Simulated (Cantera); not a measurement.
Input: 1 mol borazine, 5.6 mol O₂, 1.9 mol N₂, at 2075 °C and 450 Pa.

Method: chemical equilibrium by Gibbs-energy minimisation in Cantera with the NASA 1993 tables (ideal gas, pure condensed phases). Candidate condensed phases: B, BN, B₂O₃, B₃O₃H₃, H₂O; 39 gas species. The feed counts by its element totals alone. Equilibrium is a limit: real reactors are often held back by kinetics, nucleation or transport.

Base state: N₂ 0.320, HBO₂ 0.169, H₂O 0.154, O₂ 0.146, BO₂ 0.0504, OH 0.0382, O 0.0373, B₂O₃ 0.0310 (mole fractions); condensed: gas only.

Problem. What changes in the equilibrium state with this change: O₂ from 5.6 to 3 mol?

Solution. 
| species | before | after |
|---|---|---|
| N₂ | 0.320 | 0.403 |
| HBO₂ | 0.169 | 0.179 |
| H₂ | 0.0163 | 0.142 |
| O₂ | 0.146 | 0.000565 |
| O | 0.0373 | 0.00231 |
| BO | 0.00433 | 0.0250 |
| OH | 0.0382 | 0.00701 |
| H | 0.0235 | 0.0695 |
| BO₂ | 0.0504 | 0.0181 |
| B₂O₃ | 0.0310 | 0.0643 |
| H₂O | 0.154 | 0.0835 |
| B₂O₂ | 8.29e-6 | 0.000276 |
| HBO | 0.000278 | 0.00474 |
| NO | 0.00920 | 0.000642 |

Problem. What changes in the equilibrium state with this change: pressure from 450 Pa to 10000 Pa?

Solution. 
| species | before | after |
|---|---|---|
| N₂ | 0.320 | 0.337 |
| HBO₂ | 0.169 | 0.202 |
| H₂O | 0.154 | 0.186 |
| O | 0.0373 | 0.00847 |
| H | 0.0235 | 0.00244 |
| H₂ | 0.0163 | 0.00389 |
| BO₂ | 0.0504 | 0.0261 |
| OH | 0.0382 | 0.0200 |
| B₂O₃ | 0.0310 | 0.0367 |
| O₂ | 0.146 | 0.168 |
| NO | 0.00920 | 0.0101 |
| BO | 0.00433 | 0.000445 |
| HBO | 0.000278 | 6.57e-5 |

Problem. What changes in the equilibrium state with this change: pressure from 450 Pa to 12.0 Pa?

Solution. 
| species | before | after |
|---|---|---|
| N₂ | 0.320 | 0.235 |
| H | 0.0235 | 0.195 |
| O | 0.0373 | 0.176 |
| H₂O | 0.154 | 0.0354 |
| BO | 0.00433 | 0.0510 |
| HBO₂ | 0.169 | 0.0552 |
| B₂O₃ | 0.0310 | 0.0144 |
| H₂ | 0.0163 | 0.0298 |
| O₂ | 0.146 | 0.0869 |
| BO₂ | 0.0504 | 0.0746 |
| OH | 0.0382 | 0.0398 |
| B₂O₂ | 8.29e-6 | 3.06e-5 |
| HBO | 0.000278 | 0.000722 |
| NO | 0.00920 | 0.00609 |
